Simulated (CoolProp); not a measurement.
Computed with CoolProp (reference Helmholtz-energy equation of state, Akasaka 2015).

Give the vapour pressure (kPa), liquid cp (kJ/(kg K)), vapour Z of saturated R245fa at 267.7, 300.1 K.


| T (K) | p (kPa) | liquid cp (kJ/(kg K)) | vapour Z |
|---|---|---|---|
| 267.7 | 41.3 | 1.25 | 0.978 |
| 300.1 | 160 | 1.32 | 0.942 |
